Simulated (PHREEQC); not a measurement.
30 mol of Gypsum (CaSO4:2H2O) is brought to equilibrium with 1 kg of water, at 25 °C and several pressures. CO2 from the air is kept out. The run lets Gypsum, Anhydrite, Portlandite precipitate or redissolve, and no other solid.

Base run: PHREEQC, Pitzer model, pitzer.dat. Each further column changes one thing. The table gives dissolved Ca (mol/kgw).

```tsv
P (atm)	base	temperature from 25 to 55 °C	temperature from 25 to 5 °C
1	0.0151	0.0152	0.0134
50	0.0160	0.0160	0.0144
100	0.0169	0.0169	0.0153
200	0.0187	0.0186	0.0171
300	0.0206	0.0205	0.0188
500	0.0242	0.0246	0.0216
600	0.0259	0.0268	0.0226
800	0.0292	0.0314	0.0240
1000	0.0322	0.0366	0.0244
```

 At this temperature some constants are extrapolated from 25 °C, and those without enthalpy data are left unchanged.
